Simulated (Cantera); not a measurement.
Feed: 1 mol CsCl, 0.92 mol O2, 18 mol H2, held at 1827 °C and 4.70 mbar.

Method: chemical equilibrium by Gibbs-energy minimisation in Cantera with the NASA 1993 tables (ideal gas, pure condensed phases). Candidate condensed phases: Cs, CsCl, CsOH, H2O; 22 gas species. Equilibrium is a limit: real reactors are often held back by kinetics, nucleation or transport.

Problem. What is the equilibrium state?

Solution. 
```
Property                               Result
----------------------------------  ---------
x(H2)                                   0.802
x(H2O)                                 0.0933
x(H)                                   0.0407
x(CsCl)                                0.0385
x(Cs)                                  0.0124
x(HCl)                                 0.0122
x(OH)                                0.000564
x(Cl)                                0.000457
x(CsOH)                              0.000328
gas amount                          19.53 mol
log10 activity of CsCl(l) (absent)      -4.70
log10 activity of CsOH(l) (absent)      -7.66
```
